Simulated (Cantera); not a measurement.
Cantera run:

```python
import numpy as np
import cantera as ct

gas_names = """
    Cu CuF CuF2 Cu2 F F2 H HF H2 H2F2 H3F3 H4F4 H5F5 H6F6 H7F7
""".split()
cond_names = """
    Cu(cr) Cu(L) CuF2(s) CuF2(L)
""".split()


# ... load() reads the species with a 1 bar reference pressure and builds the phases ...
atoms = {
    'CuF2': {'Cu': 1, 'F': 2},
    'HF': {'H': 1, 'F': 1},
    'H2': {'H': 2},
}
top_T = {}  # K; cautious upper limits of use, not melting points


# ... equilibrate(T, P, feed) seeds the gas with the atoms and calls Mixture.equilibrate('TP', solver="vcs", rtol=1e-11, max_steps=5000) ...
results = []
feed = {'CuF2': 1, 'HF': 0.055, 'H2': 3.2}  # mol
T = 1598  # K
for P in [0.1, 1.6, 25, 400, 6300, 100000]:
    mix = equilibrate(T, P, feed)
    results.append((T, P, feed, dict(zip(mix.species_names, mix.species_moles))))
    x = sorted(zip(gas.X, gas.species_names), reverse=True)
    print(f"T = {T:g} K  P = {P:g} Pa  gas = {mix.phase_moles(0):.4g} mol")
    print("   x: " + "  ".join(f"{s} {v:.3e}" for v, s in x if v > 0.0001))
    print("   condensed (mol): " + ("  ".join(f"{mix.phase(i).name} {mix.phase_moles(i):.4g}"
          for i in range(1, mix.n_phases) if mix.phase_moles(i) > 1e-12) or "none"))
```

Output:

```
T = 1598 K  P = 0.1 Pa  gas = 5.344 mol
   x: H2 3.950e-01  HF 3.844e-01  Cu 1.870e-01  H 3.345e-02  CuF 1.217e-04
   condensed (mol): none
T = 1598 K  P = 1.6 Pa  gas = 5.276 mol
   x: H2 4.129e-01  HF 3.890e-01  Cu 1.890e-01  H 8.551e-03  CuF 4.868e-04
   condensed (mol): none
T = 1598 K  P = 25 Pa  gas = 5.044 mol
   x: H2 4.358e-01  HF 4.058e-01  Cu 1.544e-01  H 2.222e-03  CuF 1.596e-03  Cu2 1.093e-04
   condensed (mol): Cu(L) 0.212
T = 1598 K  P = 400 Pa  gas = 4.299 mol
   x: H2 5.117e-01  HF 4.776e-01  Cu 9.651e-03  H 6.020e-04  CuF 4.335e-04
   condensed (mol): Cu(L) 0.9566
T = 1598 K  P = 6300 Pa  gas = 4.258 mol
   x: H2 5.166e-01  HF 4.825e-01  Cu 6.127e-04  H 1.524e-04  CuF 1.098e-04
   condensed (mol): Cu(L) 0.9969
T = 1598 K  P = 100000 Pa  gas = 4.255 mol
   x: H2 5.170e-01  HF 4.829e-01
   condensed (mol): Cu(L) 0.9997
```

Method: chemical equilibrium by Gibbs-energy minimisation in Cantera with the NASA 1993 tables (ideal gas, pure condensed phases).
